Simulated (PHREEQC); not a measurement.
## Spent oxide etchant

Consider water at 90 °C with 170 mmol/kgw NH4HF2, 0.048 mmol/kgw H2SiF6, 0.14 mmol/kgw HBF4 and 6.6 mmol/kgw HCl. Closed to the air; pH follows from the charge balance.

Equilibrium calculation in PHREEQC: ion-association model, phreeqc.dat.

Each row changes one thing in this solution. No solid was allowed to form.

```
case                                      pH  ionic strength (mol/kgw)  HF (mol/kgw)  F- (mol/kgw)  HF2- (mol/kgw)  NH3 (mol/kgw)  SI of Quartz (SiO2)
--------------------------------------  ----  ------------------------  ------------  ------------  --------------  -------------  -------------------
as made                                 3.51                     0.170         0.122         0.109          0.0545        8.43e-6                -8.95
temperature from 90 to 45 °C            3.13                     0.171         0.120         0.109          0.0555        3.22e-7               -11.38
diluted 100-fold with water             3.77                   0.00188       0.00159           ___         1.18e-5        2.27e-7                -3.12
diluted 5-fold with water               3.62                    0.0343           ___           ___             ___        2.69e-6                -5.99
temperature from 90 to 65 °C            3.29                     0.171         0.120         0.108          0.0563            ___               -10.27
0.03 mol/kgw KOH added                  3.73                     0.200        0.0932         0.140          0.0534        1.33e-5                -8.72
HBF4 left out                           3.51                     0.170         0.122         0.109          0.0545        8.45e-6                -8.95
H2SiF6 from 4.8e-05 to 9.6e-05 mol/kgw  3.51                     0.171         0.122         0.109          0.0545        8.42e-6                -8.65
temperature from 90 to 20 °C            2.94                     0.172         0.124         0.113          0.0514        3.94e-8               -12.87
```

Question: Some entries are withheld; supply them.

Answer: 
- diluted 100-fold with water, F- (mol/kgw): 0.00180
- diluted 5-fold with water, HF (mol/kgw): 0.0313
- diluted 5-fold with water, F- (mol/kgw): 0.0291
- diluted 5-fold with water, HF2- (mol/kgw): 0.00377
- temperature from 90 to 65 °C, NH3 (mol/kgw): 1.48e-6

Species that the database lacks are ignored. Away from 25 °C the constants follow the database's enthalpies or fits; those with neither stay at their 25 °C values. SiF6-2 is the database's only silicon fluoride. Real BF4- forms and hydrolyses slowly; the run takes it at equilibrium.
